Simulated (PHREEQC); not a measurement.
**Acid rinse or clean: speciation**

Solution (23 °C): 0.027 mol H2SO4, 0.00092 mol NiCl2 and 0.06 mol CuCl2 per kg of water. Closed to the air; pH follows from the charge balance.

Model: ion-association model, wateq4f.dat, run in PHREEQC.

No solid was allowed to form.

Question: Predict the pH, ionic strength.

Answer: pH 1.46; ionic strength 0.202 mol/kgw.

Question: In which forms is Ni present?

Answer: Ni+2 80 %, NiSO4 11 %, NiCl+ 7.0 %, NiCl2 1.5 % of the Ni.
